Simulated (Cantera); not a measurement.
A freely propagating, adiabatic, planar premixed flame of 31.2 % H2, 9.74 % O2, 36.5 % N2, 22.5 % H2O, equivalence ratio 1.6, unburnt at 400 K and 35000 Pa; multicomponent+Soret transport, grid criteria slope 0.08 and curve 0.16, no radiation.

Model: the H2/O2 subset of GRI-Mech 3.0, which has no nitrogen chemistry, integrated in Cantera. Burning velocities carry a grid error of a few per cent, more on coarse grids.

**Question.** Predict: laminar burning velocity; thermal thickness; peak x(OH); peak x(H2O2); peak x(H).

**Answer.** 
- laminar burning velocity = 250 cm/s
- thermal thickness = 1.18 mm
- peak x(OH) = 0.00442
- peak x(H2O2) = 4.78e-5
- peak x(H) = 0.0437
